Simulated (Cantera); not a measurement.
Charge: 1 mol Si₂Cl₆, 85 mol N₂, equilibrated at 1048.15 K and 10000 Pa.

Method: chemical equilibrium by Gibbs-energy minimisation in Cantera with the NASA 1993 tables (ideal gas, pure condensed phases). Candidate condensed phases: Si, Si₃N₄; 13 gas species. The feed counts by its element totals alone. N₂ is the only nitrogen source here; it is nearly inert below about 1500 K, so the nitride shown seldom forms there in practice. The tables' values for SiCl₃ are old estimates; treat these amounts as uncertain. Rates play no part.

### Question
What is the equilibrium state?

### Answer
```json
{
  "x(N₂)": "0.983",
  "x(SiCl₄)": "0.0174",
  "x(SiCl₃)": "2.85e-5",
  "n(Si₃N₄(s))": "0.166 mol",
  "gas_amount": "86.17 mol",
  "log10 activity of Si(s) (absent)": "-5.92"
}
```
